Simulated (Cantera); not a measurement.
Charge: 1 mol MgO, 0.13 mol SO3, 0.98 mol H2O, equilibrated at 1598.15 K and 0.480 bar.

These are equilibrium values from Cantera (NASA tables, ideal gas, pure condensed phases), not measurements of a reactor. Candidate condensed phases: H2O, H2SO4, Mg, MgO, Mg(OH)2, MgS, MgSO4, S; 26 gas species. Kinetics and transport are ignored.

Base state: H2O 0.834, SO2 0.110, O2 0.0550, OH 0.000433, SO3 0.000419, H2 3.33e-5 (mole fractions); condensed: MgO(s).

Q: What changes in the equilibrium state with this change: temperature from 1598.15 K to 698.15 K?

A: 
```csv
species,before,after
H2O,0.834,1.00
SO2,0.110,1.01e-9
O2,0.0550,<1e-9
OH,0.000433,<1e-9
SO3,0.000419,<1e-9
H2,3.33e-5,<1e-9
"MgO(s), mol",1.000,0.870
"MgSO4(s), mol",0,0.130
```
